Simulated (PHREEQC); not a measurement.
## Acid mine or pickling water: speciation

Model water analysis in mg/kgw, 25 °C, pH 1.96, pe 12.1: Na 1300; K 155; Ca 279; Mg 130; Cl 299; S(6) as SO4 4800; Zn 9.83; Pb 13.5; Mn(2) 34.2; Si as SiO2 1.51; Fe(3) 39.4.

Valence states are taken as typed.

Equilibrium calculation in PHREEQC: ion-association model, wateq4f.dat.

The ionic strength is 0.117 mol/kgw and the total alkalinity comes out as -28.4 meq/kg. The charge-balance error is 4.6 %.

```
species  molality  activity   log γ
-------  --------  --------  ------
Na+        0.0540    0.0417  -0.112
SO4-2      0.0272   0.00959  -0.452
H+         0.0134    0.0110  -0.087
HSO4-      0.0134    0.0102  -0.116
Cl-       0.00842   0.00634  -0.124
Ca+2      0.00397   0.00148  -0.428
K+        0.00372   0.00280  -0.124
Mg+2      0.00288   0.00113  -0.408
CaSO4     0.00276   0.00283   0.012
NaSO4-    0.00258   0.00201  -0.109
MgSO4     0.00246   0.00253   0.012
FeSO4+   0.000529  0.000409  -0.112
Mn+2     0.000378  0.000144  -0.417
KSO4-    0.000242  0.000189  -0.109
MnSO4    0.000240  0.000246   0.012
```

No solid was allowed to form. The solution is supersaturated, for example in Anglesite, Hematite (slow to form), so a real one may precipitate; this is no full list.
